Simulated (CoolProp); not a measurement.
Vapour-liquid equilibrium of carbon dioxide (1) + R152A (2) at -5.55 °C; x and y are mole fractions of (1).

Model: multi-fluid Helmholtz-energy mixture model, Span 1996 and Outcalt 1996; pair parameters Bell 2016, in CoolProp.

```
x     bubble pressure (MPa)  y at the bubble point  dew pressure at overall composition x (MPa)  liquid density (mol/L)
----  ---------------------  ---------------------  -------------------------------------------  ----------------------
0.05                 0.3387                  0.375                                       0.2265                   14.98
0.2                  0.7177                  0.728                                       0.2677                   15.86
0.35                  1.103                  0.841                                       0.3265                   16.81
0.5                   1.495                  0.899                                       0.4173                   17.85
0.65                  1.901                  0.937                                       0.5762                   18.98
0.8                   2.334                  0.965                                       0.9235                   20.18
0.95                  2.820                  0.991                                        2.087                   21.40
```

No azeotrope shows between x = 0.05 and 0.95.

The pair parameters rest on a limited set of measurements; away from them the model extrapolates.
